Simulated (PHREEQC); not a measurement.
Dissolve 0.0022 mol CaSO4, 0.048 mol Na2HPO4 and 2.4e-05 mol H4SiO4 per kg of water at 80 °C. Closed to the air; pH follows from the charge balance.

Equilibrium calculation in PHREEQC: ion-association model, wateq4f.dat.

No solid was allowed to form.

Order these S species by the share of S that they hold, largest first: NaSO4-, CaSO4, SO4-2.

SO4-2 (84 %), NaSO4- (16 %), CaSO4 (0.40 %)

Order these Ca species by the share of Ca that they hold, largest first: CaPO4-, CaH2PO4+, CaSO4, Ca+2, CaHPO4.

CaPO4- (52 %), CaHPO4 (39 %), Ca+2 (7.7 %), CaSO4 (0.40 %), CaH2PO4+ (0.19 %)

The pH is 8.23 and the ionic strength 0.138 mol/kgw. Examples of supersaturated solids here: Hydroxyapatite. Others may be too. H3PO4, which wateq4f.dat lacks, is added to it with the constant of phreeqc.dat. Away from 25 °C the constants follow the database's enthalpies or fits; those with neither stay at their 25 °C values.
